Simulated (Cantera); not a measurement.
**Equilibrium for hydrogen reduction and annealing atmospheres: PbS + H2**

Feed: 1 mol PbS, 3.4 mol H2, held at 1800 °C and 2200 Pa.

Cantera equilibrium calculation (NASA polynomials, part measured and part estimated; ideal gas, pure solids and liquids). Candidate condensed phases: Pb, PbS, S; 10 gas species. Rates play no part.

```
Property                             Result
--------------------------------  ---------
x(H2)                                 0.686
x(Pb)                                 0.145
x(PbS)                               0.0650
x(S2)                                0.0544
x(SH)                                0.0161
x(H)                                 0.0147
x(H2S)                               0.0116
x(S)                                0.00794
x(Pb2)                              1.95e-6
gas amount                        4.771 mol
log10 activity of Pb(l) (absent)      -2.61
log10 activity of S(l) (absent)       -3.08
```
